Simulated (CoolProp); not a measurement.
R1336mzz(Z) at several states: Z from the reference equation and from simpler models built on Tc = 171.3 °C, pc = 2904 kPa, ω = 0.386; each cubic takes its own stable root.

Computed with CoolProp (reference Helmholtz-energy equation of state, McLinden 2020).

```tsv
T (°C)	p (kPa)	phase	reference
121.55	18	gas	0.9966
48.35	16500	liquid	0.7441
77.85	274	gas	0.9134
```

### Question
How far does each simpler model (van der Waals, Redlich-Kwong, Soave-Redlich-Kwong, Peng-Robinson) lie from the reference over these 3 states: mean and median of the absolute difference, and the worst?

### Answer
- van der Waals: mean 23.1 %, median 3.9 %, worst +65.3 % at 48.35 °C and 16500 kPa
- Redlich-Kwong: mean 7.0 %, median 2.3 %, worst +18.6 % at 48.35 °C and 16500 kPa
- Soave-Redlich-Kwong: mean 5.4 %, median 1.2 %, worst +14.8 % at 48.35 °C and 16500 kPa
- Peng-Robinson: mean 1.0 %, median 0.8 %, worst +2.3 % at 48.35 °C and 16500 kPa
